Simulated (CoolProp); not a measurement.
A closed Brayton cycle with carbon dioxide: compressor inlet 305.15 K and 8.8 MPa, high pressure 24.1 MPa, turbine inlet 825 K, compressor efficiency 0.85, turbine efficiency 0.85, recuperator effectiveness 0.8 (on enthalpy, no pinch check). Each further row changes one setting.

Model: reference Helmholtz-energy equation of state, Span 1996, in CoolProp.

```json
[
 {"case": "as stated", "thermal efficiency (%)": "29.0", "net work (kJ/kg)": "101", "compressor to turbine work": "0.19", "compressor exit (K)": "330.1", "turbine exit (K)": "710.7"},
 {"case": "turbine inlet 775 K", "thermal efficiency (%)": "28.1", "net work (kJ/kg)": "92.3", "compressor to turbine work": "…", "compressor exit (K)": "330.1", "turbine exit (K)": "…"},
 {"case": "compressor inlet 315.15 K", "thermal efficiency (%)": "…", "net work (kJ/kg)": "86.8", "compressor to turbine work": "…", "compressor exit (K)": "377.3", "turbine exit (K)": "710.7"},
 {"case": "high pressure 20.5 MPa", "thermal efficiency (%)": "…", "net work (kJ/kg)": "87.6", "compressor to turbine work": "0.17", "compressor exit (K)": "325.3", "turbine exit (K)": "…"},
 {"case": "recuperator effectiveness 0.5", "thermal efficiency (%)": "20.6", "net work (kJ/kg)": "101", "compressor to turbine work": "0.19", "compressor exit (K)": "330.1", "turbine exit (K)": "710.7"}
]
```

Task: Some entries are withheld; supply them.

Result: 
- turbine inlet 775 K, compressor to turbine work: 0.20
- turbine inlet 775 K, turbine exit (K): 664.7
- compressor inlet 315.15 K, thermal efficiency (%): 28.4
- compressor inlet 315.15 K, compressor to turbine work: 0.30
- high pressure 20.5 MPa, thermal efficiency (%): 26.7
- high pressure 20.5 MPa, turbine exit (K): 728.6
